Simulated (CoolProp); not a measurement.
Aqueous potassium acetate as a coolant, at 25 °C, 1 atm.

Computed with CoolProp (Melinder's fits for secondary coolants).

| mass % | freezing point (°C) | viscosity (mPa s) | Prandtl number | conductivity (W/(m K)) | density (kg/m³) |
|---|---|---|---|---|---|
| 3.4 | -1.3 | 0.968 | 6.59 | 0.595 | 1017 |
| 7.9 | -3.4 | 1.08 | 7.26 | 0.580 | 1039 |
| 12.4 | … | 1.21 | 8.05 | … | 1061 |
| 16.8 | -8.7 | 1.36 | 8.95 | 0.549 | 1083 |
| 21.3 | -12.4 | … | 10.0 | 0.534 | … |
| 25.8 | -17.2 | 1.76 | … | 0.520 | 1132 |
| 30.3 | -23.6 | 2.05 | 13.1 | 0.506 | 1157 |
| 34.8 | -31.5 | 2.42 | 15.3 | … | … |

**Question.** Some entries are withheld; supply them.

**Answer.** 
- 12.4, freezing point (°C): -5.9
- 12.4, conductivity (W/(m K)): 0.564
- 21.3, viscosity (mPa s): 1.54
- 21.3, density (kg/m³): 1106
- 25.8, Prandtl number: 11.4
- 34.8, conductivity (W/(m K)): 0.491
- 34.8, density (kg/m³): 1183
